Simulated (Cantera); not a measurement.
A perfectly stirred reactor is fed with H2 : O2 = 0.024 : 1 (molar parts), at 20.0 Torr; it is held at 1398 K, and followed from long to short residence time.

Computed with Cantera and GRI-Mech 3.0 (53 species, 325 reactions). Radical loss at walls, strong at low pressure, is not modelled.

One state of this run: x H2 = 1.41e-5; x O2 = 0.975; x O = 0.000694; x HO2 = 2.84e-7; x H2O = 0.0234; x H2O2 = 1.20e-8; x OH = 0.000593. x: mole fraction; the columns are a selection and need not sum to one.

Problem. Which value of τ (s) does it belong to?
A) 5.7
B) 2.0
C) 0.081
D) 0.0011

Solution. A, 5.7
